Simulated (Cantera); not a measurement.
Charge: 1 mol CuO, 0.32 mol CH4, 0.23 mol CO, at 2350 K and 0.720 bar.

These are equilibrium values from Cantera (NASA tables, ideal gas, pure condensed phases), not measurements of a reactor. Candidate condensed phases: C, C6H6, C7H8, C8H18, Cu, CuO, Cu(OH)2, Cu2O, H2O; 113 gas species. Rates play no part.

Base state: H2O 0.365, CO 0.269, CO2 0.147, H2 0.116, Cu 0.0938, H 0.00501, OH 0.00271, Cu2 0.00104 (mole fractions); condensed: Cu(l).

**Question.** What changes in the equilibrium state with this change: temperature from 2350 K to 1898 K?

**Answer.** 
| species | before | after |
|---|---|---|
| H2O | 0.365 | 0.390 |
| CO | 0.269 | 0.282 |
| CO2 | 0.147 | 0.179 |
| Cu | 0.0938 | 0.00220 |
| H2 | 0.116 | 0.146 |
| CuO | 6.47e-5 | 8.94e-8 |
| O2 | 0.000103 | 1.63e-7 |
| O | 7.92e-5 | 1.40e-7 |
| Cu2 | 0.00104 | 6.28e-6 |
| Cu(l), mol | 0.873 | 0.997 |
